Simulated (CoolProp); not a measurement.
Vapour-liquid equilibrium of R113 (1) + n-hexane (2) at 57.05 °C; x and y are mole fractions of (1).

Values from CoolProp's multi-fluid Helmholtz-energy mixture model, Marx 1992 and Thol 2019; pair parameters Bell 2016.

```tsv
x	bubble pressure (MPa)	y at the bubble point	dew pressure at overall composition x (MPa)	liquid density (mol/L)
0.05	0.07475	0.117	0.07146	7.276
0.125	0.08238	0.256	0.07514	7.317
0.2	0.08926	0.365	0.07915	7.359
0.275	0.09551	0.455	0.08351	7.403
0.35	0.1012	0.531	0.08824	7.448
0.425	0.1065	0.597	0.09336	7.495
0.5	0.1113	0.657	0.09885	7.543
0.575	0.1159	0.713	0.1047	7.594
0.65	0.1201	0.765	0.1107	7.647
0.725	0.1242	0.815	0.1169	7.702
0.8	0.1280	0.865	0.1230	7.759
0.875	0.1316	0.914	0.1288	7.818
0.95	0.1350	0.965	0.1340	7.880
```

No azeotrope shows between x = 0.05 and 0.95.

The pair parameters rest on a limited set of measurements; away from them the model extrapolates.
